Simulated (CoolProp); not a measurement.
Saturation properties of carbon monoxide.

Values from CoolProp's reference Helmholtz-energy equation of state, Lemmon 2006. It is a short technical equation, of lower accuracy than the large ones.

| T (K) | p (MPa) | liquid density (kg/m³) | enthalpy of vaporisation (kJ/kg) |
|---|---|---|---|
| 79.8 | 0.08176 | 801.2 | 217.2 |
| 83.2 | 0.1206 | 786.3 | 212.5 |
| 86.5 | 0.1704 | 771.5 | 207.7 |
| 89.8 | 0.2342 | 756.3 | 202.5 |
| 93.2 | 0.3169 | 740.0 | 196.9 |
| 96.5 | 0.4162 | 723.6 | 191.0 |
| 99.8 | 0.5364 | 706.5 | 184.6 |
| 103.1 | 0.6799 | 688.5 | 177.7 |
| 106.5 | 0.8549 | 668.9 | 169.9 |

It boils at 81.6 K under 1 atm.
